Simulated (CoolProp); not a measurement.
Saturated liquid density (kg/m³) of propylene: the reference equation beside estimates from Tc = 364.2 K, pc = 4.555 MPa, ω = 0.146.

Model: reference Helmholtz-energy equation of state, Lemmon 2013, in CoolProp.

| T (K) | reference | van der Waals | Redlich-Kwong | Soave-Redlich-Kwong | Peng-Robinson |
|---|---|---|---|---|---|
| 257.7 | 568.2 | 358.9 | 519.5 | 529.8 | 600.1 |
| 265.8 | 556.8 | 351.6 | 506.6 | 517.3 | 586.3 |
| 273.9 | 545.0 | 344.0 | 493.0 | 504.2 | 571.6 |
| 282 | 532.7 | 336.0 | 478.6 | … | 556.0 |
| 290.2 | 519.6 | … | 463.2 | 475.0 | 538.9 |
| 298.3 | 506.0 | 318.5 | 447.1 | 459.0 | 520.7 |
| 306.4 | 491.5 | 309.0 | 429.9 | 441.7 | 501.0 |
| 314.5 | 475.9 | 298.7 | 411.4 | 423.0 | 479.5 |
| 322.6 | 458.9 | 287.5 | 391.3 | 402.5 | … |
| 330.7 | 439.9 | … | 369.2 | 379.8 | 429.4 |
| 338.9 | 418.0 | … | 344.1 | 353.7 | … |
| 347 | 391.8 | 244.5 | 315.3 | 323.4 | 363.2 |
| 355.1 | 357.1 | 223.5 | 279.2 | 285.3 | 318.0 |

Some entries are withheld; supply them.


- 282, Soave-Redlich-Kwong: 490.1
- 290.2, van der Waals: 327.5
- 322.6, Peng-Robinson: 455.8
- 330.7, van der Waals: 275.1
- 338.9, van der Waals: 261.0
- 338.9, Peng-Robinson: 398.8

Absolute difference from the reference over all 13 rows, mean and median: van der Waals 37.2 and 37.1 %, Redlich-Kwong 13.5 and 12.5 %, Soave-Redlich-Kwong 11.3 and 10.1 %, Peng-Robinson 4.3 and 4.4 %.
